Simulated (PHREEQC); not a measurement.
A column of 0.5 m (40 cells, dispersivity 0.018 m, 720 s a shift, diffusion coefficient 3e-10 m²/s) holds 0.0055 eq of the database's cation exchanger X per kg of pore water, first in equilibrium with 0.042 mol NaCl, 0.062 mol MnCl2 and 1e-05 mol HCl per kg of water. It is flushed with 0.0015 mol Na2SO4, 0.00041 mol MnCl2 and 1e-05 mol HCl per kg of water, at 25 °C. Values are for the last cell. The system is closed to CO2. Nothing may precipitate in this run.

The series has 34 steps of pore volumes, from 0 to 4.963.

The numbers come from PHREEQC with the ion-association model, phreeqc.dat.

**Question.** After how many pore volumes does S at the outlet first reach half of its feed value?

**Answer.** By 1.1 pore volumes.

Species that the database lacks are ignored.
